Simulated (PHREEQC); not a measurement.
1 kg of water holding 0.26 mol/kgw MgSO4 and 0.012 mol/kgw MgCl2 is evaporated at 90 °C; the solids stay in contact with the brine. No CO2 enters from the air. The run lets Bischofite, Brucite, Epsomite, Hexahydrite, Kieserite, MgCl2_4H2O precipitate or redissolve, and no other solid.

The series has 26 steps of water left (kg), from 1 to 0.002766.

All values are PHREEQC results (Pitzer model, pitzer.dat), not measurements.

Task: Which solids form, in which order, and at which step of the series does each first stand?

Result: Kieserite from water left = 0.05197 kg.

Complexes and solids missing from the database can't appear. At this temperature some constants are extrapolated from 25 °C, and those without enthalpy data are left unchanged.
